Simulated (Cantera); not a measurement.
Cantera run, input and output.

```python
import numpy as np
import cantera as ct

gas = ct.Solution("gri30.yaml")
gas.TPX = 1398, 320000, {'CH3OH': 0.0028, 'O2': 0.02, 'N2': 1}
inlet = ct.Reservoir(gas, clone=True)

reactor = ct.IdealGasConstPressureReactor(gas, energy="off", clone=False)
exhaust = ct.Reservoir(gas, clone=True)
tau = [17, 6, 2.2, 0.8, 0.29, 0.11, 0.039, 0.014, 0.0052][0]
for a, b in ((inlet, reactor), (reactor, exhaust)):
    ct.MassFlowController(a, b, mdot=lambda t: reactor.mass / tau)
net = ct.ReactorNet([reactor])
show = ['CH3OH', 'O2', 'CH3', 'NO', 'NO2']

rows = []
print(f"{'tau/s':>10s}{'T/K':>9s}" + "".join(f"{s:>11s}" for s in show))
for tau in [17, 6, 2.2, 0.8, 0.29, 0.11, 0.039, 0.014, 0.0052]:
    net.initial_time = 0.0
    net.advance(30 * tau)
    before = gas.X
    net.advance(40 * tau)
    drift = np.max(np.abs(gas.X - before) / (gas.X + 1e-9))
    rows.append([gas.T, *gas[show].X, drift])
    print(f"{tau:10.3e}{gas.T:9.1f}" + "".join(f"{x:11.3e}" for x in gas[show].X))
```

It prints:

```
     tau/s      T/K      CH3OH         O2        CH3         NO        NO2
 1.700e+01   1398.0  7.016e-08  1.543e-02  5.347e-11  6.360e-07  8.925e-09
 6.000e+00   1398.0  1.483e-07  1.543e-02  8.566e-11  6.655e-07  1.307e-08
 2.200e+00   1398.0  3.015e-07  1.543e-02  1.328e-10  7.172e-07  1.844e-08
 8.000e-01   1398.0  6.094e-07  1.543e-02  2.095e-10  7.676e-07  2.400e-08
 2.900e-01   1398.0  1.216e-06  1.544e-02  3.529e-10  7.708e-07  2.676e-08
 1.100e-01   1398.0  2.310e-06  1.547e-02  6.547e-10  6.823e-07  2.389e-08
 3.900e-02   1398.0  4.488e-06  1.552e-02  1.488e-09  4.953e-07  1.597e-08
 1.400e-02   1398.0  8.499e-06  1.561e-02  3.817e-09  2.966e-07  8.212e-09
 5.200e-03   1398.0  1.580e-05  1.577e-02  1.023e-08  1.552e-07  3.604e-09
```

Model: GRI-Mech 3.0 (53 species, 325 reactions), integrated in Cantera. GRI-Mech 3.0 was tuned for natural gas; its chemistry of methanol as a main component is partial and can be far from experiment.
